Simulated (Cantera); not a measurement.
A perfectly stirred reactor is fed with CO : H2 : O2 : N2 = 1 : 0.052 : 1.12 : 10.9 (molar parts), equivalence ratio 0.47, at 1650 Torr; it is adiabatic with a 750 K inlet, and is followed from long to short residence time, starting on the burning branch (τ in s: 0.44, 0.18, 0.073, 0.03, 0.012, 0.0049, 0.002, 0.00083, 0.00034, 0.00014, 5.6e-05, 2.3e-05, 9.4e-06).

Model: GRI-Mech 3.0 (53 species, 325 reactions), integrated in Cantera. The hydrogen kinetics of GRI-Mech 3.0 are dated; newer H2 mechanisms differ, most at raised pressure.

One state of this run: T (K) = 1365; x CO = 0.00726; x H2 = 4.64e-5; x O2 = 0.0506; x H2O2 = 1.86e-7; x H2O = 0.00399; x H = 3.95e-5. x: mole fraction; the columns are a selection and need not sum to one.

Question: Which value of τ (s) does it belong to?
A. 0.00083
B. 0.0020
C. 0.012
D. 2.3e-5

Answer: C, 0.012
